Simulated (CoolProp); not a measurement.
Vapour pressure (bar) of CH3F (R41): the reference equation beside estimates from Tc = 44.1 °C, pc = 59.06 bar, ω = 0.200. Clausius-Clapeyron is anchored at -27.35 °C with a constant enthalpy of vaporisation of 13.66 kJ/mol.

Model: reference Helmholtz-energy equation of state, Lemmon 2006, in CoolProp. It is a short technical equation, of lower accuracy than the large ones.

```csv
T (°C),reference,Lee-Kesler,Clausius-Clapeyron,van der Waals,Soave-Redlich-Kwong,Peng-Robinson
-30.35,8.105,8.216,8.259,18.38,8.235,8.151
-27.35,8.970,9.101,8.970,19.48,9.129,9.031
-24.35,9.902,10.05,9.723,20.63,10.09,9.980
-21.35,10.90,11.08,10.52,21.82,11.13,11.00
-18.35,11.98,12.18,11.36,23.05,12.25,12.10
-15.35,13.14,13.35,12.24,24.32,13.44,13.28
-12.35,14.37,14.61,13.18,25.64,14.72,14.54
-9.35,15.70,15.95,14.15,27.00,16.09,15.89
-6.25,17.15,17.43,15.22,28.45,17.60,17.38
-3.25,18.66,18.96,16.29,29.90,19.15,18.92
-0.25,20.26,20.58,17.42,31.40,20.80,20.55
```

Absolute difference from the reference over all 11 rows, mean and median: Lee-Kesler 1.6 and 1.6 %, Clausius-Clapeyron 6.8 and 6.8 %, van der Waals 87.4 and 85.1 %, Soave-Redlich-Kwong 2.3 and 2.3 %, Peng-Robinson 1.1 and 1.1 %.
